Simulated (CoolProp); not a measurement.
Vapour-liquid equilibrium of benzene (1) + m-xylene (2) at 5.76 kPa; x and y are mole fractions of (1).

Model: multi-fluid Helmholtz-energy mixture model, Thol 2012 and Zhou 2012; pair parameters Bell 2016, in CoolProp.

```json
[
 {"x": "0.05", "bubble temperature (K)": "322.8", "y at the bubble point": "0.323", "dew temperature at overall composition x (K)": "329.1", "liquid density (mol/L)": "8.010"},
 {"x": "0.2", "bubble temperature (K)": "308.7", "y at the bubble point": "0.719", "dew temperature at overall composition x (K)": "325.9", "liquid density (mol/L)": "8.492"},
 {"x": "0.35", "bubble temperature (K)": "300.3", "y at the bubble point": "0.855", "dew temperature at overall composition x (K)": "322.1", "liquid density (mol/L)": "8.968"},
 {"x": "0.5", "bubble temperature (K)": "294.3", "y at the bubble point": "0.921", "dew temperature at overall composition x (K)": "317.6", "liquid density (mol/L)": "9.463"},
 {"x": "0.65", "bubble temperature (K)": "289.8", "y at the bubble point": "0.958", "dew temperature at overall composition x (K)": "311.9", "liquid density (mol/L)": "9.990"},
 {"x": "0.8", "bubble temperature (K)": "286.1", "y at the bubble point": "0.981", "dew temperature at overall composition x (K)": "304.1", "liquid density (mol/L)": "10.56"},
 {"x": "0.95", "bubble temperature (K)": "283.0", "y at the bubble point": "0.996", "dew temperature at overall composition x (K)": "290.8", "liquid density (mol/L)": "11.18"}
]
```

No azeotrope shows between x = 0.05 and 0.95.

Pair parameters are fitted to limited data, so mixtures are less certain than the pure fluids.
